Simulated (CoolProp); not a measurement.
Carbonyl sulfide at 254.4 K and 0.0738 MPa is throttled through a valve to 0.0206 MPa with no heat exchange. Each further row changes one setting.

Values from CoolProp's reference Helmholtz-energy equation of state, Lemmon 2006. It is a short technical equation, of lower accuracy than the large ones.

```tsv
case	temperature change (K)	final density (kg/m³)
as stated	…	0.591
outlet pressure 0.00618 MPa	-2.1	…
outlet pressure 0.0268 MPa	-1.4	…
```

Task: Complete the blanks.

Result: 
- as stated, temperature change (K): -1.6
- outlet pressure 0.00618 MPa, final density (kg/m³): 0.177
- outlet pressure 0.0268 MPa, final density (kg/m³): 0.769
